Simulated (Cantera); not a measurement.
Feed: 1 mol B2H6, 0.088 mol H2O, held at 40.0 mbar.

Method: chemical equilibrium by Gibbs-energy minimisation in Cantera with the NASA 1993 tables (ideal gas, pure condensed phases). Candidate condensed phases: B, B2O3, B3O3H3, H2O; 23 gas species. The feed counts by its element totals alone. Mutual solubility and eutectic melting of coexisting phases are not modelled. Equilibrium is a limit: real reactors are often held back by kinetics, nucleation or transport.

Which condensed phases are stable at each of these points (T (K)): 925, 1025, 1125, 1225, 1325, 1425, 1525, 1625?


```
T (K)  condensed phases  B condensed (%)
-----  ----------------  ---------------
925      B(s) + B2O3(l)             99.5
1025     B(s) + B2O3(l)             99.4
1125     B(s) + B2O3(l)             99.4
1225     B(s) + B2O3(l)             99.3
1325     B(s) + B2O3(l)             99.0
1425     B(s) + B2O3(l)             98.0
1525               B(s)             95.7
1625               B(s)             95.7
```

From 925 K to 1425 K the condensed part is B(s) + B2O3(l). From 1525 K to 1625 K the condensed part is B(s).
